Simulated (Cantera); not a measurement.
An isothermal, constant-pressure homogeneous reactor starts with 19.4 % H2, 80.6 % O2, equivalence ratio 0.12, at 1150 K and 20.0 Torr.

Detailed kinetics in Cantera: the H2/O2 subset of GRI-Mech 3.0, which has no nitrogen chemistry. Radical loss at walls, strong at low pressure, is not modelled. The temperature is held fixed by assumption; the heat of reaction is taken as removed at once.

One state of this run: x H2 = 0.00449; x O2 = 0.753; x HO2 = 2.08e-5; x H2O2 = 8.13e-7; x H = 0.0179; x OH = 0.00589. x: mole fraction; the columns are a selection and need not sum to one.

Q: Which value of t (s) does it belong to?
(A) 0.000511
(B) 100
(C) 0.00333
(D) 0.922

A: C, 0.00333
